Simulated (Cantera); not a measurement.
A perfectly stirred reactor is fed with CH4 : H2 : N2 = 0.024 : 1 : 0.00015 (molar parts), at 0.200 bar; it is held at 2200 K, and followed from long to short residence time.

Detailed kinetics in Cantera: GRI-Mech 3.0 (53 species, 325 reactions). GRI-Mech 3.0 stops at C3 and has no aromatics, soot or wall deposition, so with more carbon than oxygen in the feed, carbon stays in small species such as C2H2 where larger ones or solid carbon would form.

Question: What does this change do: CH4 0.024 to 0.0082 parts?

Answer: 
```tsv
quantity	before	after
x(CH4) at τ = 2.00 s	0.000267	0.000159
x(H2) at τ = 2.00 s	0.976	0.983
x(C2H) at τ = 2.00 s	4.94e-6	1.72e-6
x(CH3) at τ = 2.00 s	6.49e-5	3.84e-5
x(C2H2) at τ = 2.00 s	0.0112	0.00391
x(CH4) at τ = 12.0 ms	0.00358	0.00198
x(H2) at τ = 12.0 ms	0.976	0.984
x(C2H) at τ = 12.0 ms	3.51e-6	1.06e-6
x(CH3) at τ = 12.0 ms	0.000748	0.000409
x(C2H2) at τ = 12.0 ms	0.00925	0.00282
```

Question: What does this change do: 0.084 parts H2O added?

Answer: 
| quantity | before | after |
|---|---|---|
| x(CH4) at τ = 2.00 s | 0.000267 | 4.94e-5 |
| x(H2) at τ = 2.00 s | 0.976 | 0.916 |
| x(C2H) at τ = 2.00 s | 4.94e-6 | 1.06e-9 |
| x(CH3) at τ = 2.00 s | 6.49e-5 | 1.22e-5 |
| x(C2H2) at τ = 2.00 s | 0.0112 | 2.38e-6 |
| x(CH4) at τ = 12.0 ms | 0.00358 | 0.00313 |
| x(H2) at τ = 12.0 ms | 0.976 | 0.909 |
| x(C2H) at τ = 12.0 ms | 3.51e-6 | 1.33e-6 |
| x(CH3) at τ = 12.0 ms | 0.000748 | 0.000655 |
| x(C2H2) at τ = 12.0 ms | 0.00925 | 0.00350 |
